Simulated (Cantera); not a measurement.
A perfectly stirred reactor is fed with CH4 : C2H6 : O2 : N2 = 1 : 0.71 : 3.74 : 28.8 (molar parts), equivalence ratio 1.2, at 0.849 atm; it is adiabatic with a 423 K inlet, and is followed from long to short residence time, starting on the burning branch (τ in s: 0.33, 0.13, 0.055, 0.023, 0.0094, 0.0039, 0.0016, 0.00066, 0.00027, 0.00011, 4.7e-05).

Computed with Cantera and GRI-Mech 3.0 (53 species, 325 reactions).

Problem. What does this change do: N2 28.8 to 42 parts?

Solution. 
```csv
quantity,before,after
"blow-out, bracketed by the residence times tried","burning at 9.40 ms, out at 3.90 ms","burning at 0.330 s, out at 0.130 s"
x(CH4) at τ = 0.330 s,0.000519,0.00128
x(C2H6) at τ = 0.330 s,7.11e-6,8.15e-5
x(O2) at τ = 0.330 s,0.000543,0.00317
x(CH3) at τ = 0.330 s,5.45e-5,3.32e-5
x(C2H2) at τ = 0.330 s,0.000504,0.000212
x(CH4) at τ = 3.90 ms,0.0292,0.0211
x(C2H6) at τ = 3.90 ms,0.0207,0.0150
x(O2) at τ = 3.90 ms,0.109,0.0788
x(CH3) at τ = 3.90 ms,<1e-12,<1e-12
x(C2H2) at τ = 3.90 ms,<1e-12,<1e-12
```

Problem. What does this change do: 3.1 parts CO2 added?

Solution. 
```json
[
 {"quantity": "blow-out, bracketed by the residence times tried", "before": "burning at 9.40 ms, out at 3.90 ms", "after": "burning at 55.0 ms, out at 23.0 ms"},
 {"quantity": "x(CH4) at τ = 0.330 s", "before": "0.000519", "after": "0.000432"},
 {"quantity": "x(C2H6) at τ = 0.330 s", "before": "7.11e-6", "after": "1.54e-5"},
 {"quantity": "x(O2) at τ = 0.330 s", "before": "0.000543", "after": "0.00108"},
 {"quantity": "x(CH3) at τ = 0.330 s", "before": "5.45e-5", "after": "3.69e-5"},
 {"quantity": "x(C2H2) at τ = 0.330 s", "before": "0.000504", "after": "0.000334"},
 {"quantity": "x(CH4) at τ = 3.90 ms", "before": "0.0292", "after": "0.0268"},
 {"quantity": "x(C2H6) at τ = 3.90 ms", "before": "0.0207", "after": "0.0190"},
 {"quantity": "x(O2) at τ = 3.90 ms", "before": "0.109", "after": "0.100"},
 {"quantity": "x(CH3) at τ = 3.90 ms", "before": "<1e-12", "after": "<1e-12"},
 {"quantity": "x(C2H2) at τ = 3.90 ms", "before": "<1e-12", "after": "<1e-12"}
]
```

Problem. What does this change do: inlet temperature 423 to 323 K?

Solution. 
```json
[
 {"quantity": "blow-out, bracketed by the residence times tried", "before": "burning at 9.40 ms, out at 3.90 ms", "after": "burning at 23.0 ms, out at 9.40 ms"},
 {"quantity": "x(CH4) at τ = 0.330 s", "before": "0.000519", "after": "0.000805"},
 {"quantity": "x(C2H6) at τ = 0.330 s", "before": "7.11e-6", "after": "1.68e-5"},
 {"quantity": "x(O2) at τ = 0.330 s", "before": "0.000543", "after": "0.000942"},
 {"quantity": "x(CH3) at τ = 0.330 s", "before": "5.45e-5", "after": "5.62e-5"},
 {"quantity": "x(C2H2) at τ = 0.330 s", "before": "0.000504", "after": "0.000717"},
 {"quantity": "x(CH4) at τ = 3.90 ms", "before": "0.0292", "after": "0.0292"},
 {"quantity": "x(C2H6) at τ = 3.90 ms", "before": "0.0207", "after": "0.0207"},
 {"quantity": "x(O2) at τ = 3.90 ms", "before": "0.109", "after": "0.109"},
 {"quantity": "x(CH3) at τ = 3.90 ms", "before": "<1e-12", "after": "<1e-12"},
 {"quantity": "x(C2H2) at τ = 3.90 ms", "before": "<1e-12", "after": "<1e-12"}
]
```
